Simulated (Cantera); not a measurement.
An isothermal plug-flow reactor at 773 K and 1.90 bar (inlet), inlet velocity 0.09 m/s, active area per volume 1200 1/m; feed CH4 : O2 : N2 : H2O = 0.031 : 0.011 : 0.79 : 0.062 (molar parts).

Computed with Cantera and Deutschmann's 1995 Pt surface mechanism with GRI-Mech 3.0 gas chemistry. Catalytic surfaces can have several steady states; this one follows from the mechanism file's or the stated starting coverage. Mass transfer to the wall is taken as infinitely fast.

x: gas mole fraction; θ: surface coverage.

| z (m) | x CH4 | x O2 | x H2O | x CO2 | x CO | θ free Pt | θ CO* | θ C* |
|---|---|---|---|---|---|---|---|---|
| 0.0001 | 0.0315 | 0.00736 | 0.0755 | 0.000476 | 0.00265 | 0.132 | 0.526 | 0.341 |
| 0.00022 | 0.0308 | 0.00629 | 0.0769 | 0.000477 | 0.00336 | 0.0864 | 0.282 | 0.631 |
| 0.00047 | 0.0302 | 0.00544 | 0.0780 | 0.000477 | 0.00393 | 0.0582 | 0.149 | 0.793 |
| 0.001 | 0.0297 | 0.00473 | 0.0789 | 0.000477 | 0.00442 | 0.0396 | 0.0769 | 0.883 |
| 0.0022 | 0.0293 | 0.00409 | 0.0797 | 0.000477 | 0.00486 | 0.0267 | 0.0383 | 0.934 |
| 0.0047 | 0.0289 | … | 0.0804 | 0.000477 | 0.00523 | … | … | 0.962 |
| 0.01 | 0.0285 | … | 0.0810 | 0.000477 | 0.00556 | … | … | 0.977 |

**Question.** What belongs in the gaps?

**Answer.** 
- 0.0047, x O2: 0.00355
- 0.0047, θ free Pt: 0.0184
- 0.0047, θ CO*: 0.0195
- 0.01, x O2: 0.00308
- 0.01, θ free Pt: 0.0127
- 0.01, θ CO*: 0.00991
